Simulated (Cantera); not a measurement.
A perfectly stirred reactor is fed with CH₄ : H₂ : H = 0.044 : 1 : 0.0037 (molar parts), at 0.260 bar; it is held at 2250 K, and followed from long to short residence time.

Computed with Cantera and GRI-Mech 3.0 (53 species, 325 reactions). GRI-Mech 3.0 stops at C3 and has no aromatics, soot or wall deposition, so with more carbon than oxygen in the feed, carbon stays in small species such as C2H2 where larger ones or solid carbon would form.

Task: Predict: x(CH₄) at τ = 0.470 s; x(H₂) at τ = 0.470 s; x(H) at τ = 0.470 s; x(C₂H₄) at τ = 0.470 s; x(C₂H) at τ = 0.470 s; x(CH₄) at τ = 66.0 ms; x(H₂) at τ = 66.0 ms; x(H) at τ = 66.0 ms; x(C₂H₄) at τ = 66.0 ms; x(C₂H) at τ = 66.0 ms.

Result: 
- x(CH₄) at τ = 0.470 s = 0.000509
- x(H₂) at τ = 0.470 s = 0.965
- x(H) at τ = 0.470 s = 0.0142
- x(C₂H₄) at τ = 0.470 s = 9.84e-6
- x(C₂H) at τ = 0.470 s = 1.15e-5
- x(CH₄) at τ = 66.0 ms = 0.00137
- x(H₂) at τ = 66.0 ms = 0.965
- x(H) at τ = 66.0 ms = 0.0137
- x(C₂H₄) at τ = 66.0 ms = 1.09e-5
- x(C₂H) at τ = 66.0 ms = 1.08e-5
